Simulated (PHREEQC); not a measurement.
Spent oxide etchant (model solution)

Make-up at 25 °C: 3.3 mmol/kgw HF, 0.033 mmol/kgw H2SiF6 and 100 mmol/kgw H3BO3. It is in equilibrium with CO2 at log p = -1 (atm). Otherwise closed; pH follows from the charge balance.

Computed with PHREEQC (ion-association model, phreeqc.dat).

| Quantity | Value |
|---|---|
| pH | 2.91 |
| ionic strength | 0.00127 mol/kgw |
| total alkalinity | -3.50 meq/kg |

```
species    molality  activity   log γ
---------  --------  --------  ------
H3BO3        0.0990    0.0991   0.000
CO2         0.00340   0.00340   0.000
H+          0.00127   0.00122  -0.016
HF         0.000543  0.000543   0.000
BF2(OH)2-  0.000474  0.000456  -0.017
F-         0.000309  0.000297  -0.017
BF4-       0.000279  0.000268  -0.017
BF3OH-     0.000189  0.000181  -0.017
H4SiO4      3.29e-5   3.29e-5   0.000
BF(OH)3-    1.22e-5   1.17e-5  -0.017
HCO3-       1.29e-6   1.24e-6  -0.017
HF2-        6.45e-7   6.19e-7  -0.017
(CO2)2      2.12e-7   2.12e-7   0.000
SiF6-2      8.94e-8   7.63e-8  -0.069
```

This is a speciation only: nothing precipitates in the calculation. SiF6-2 is the database's only silicon fluoride. Real BF4- forms and hydrolyses slowly; the run takes it at equilibrium.
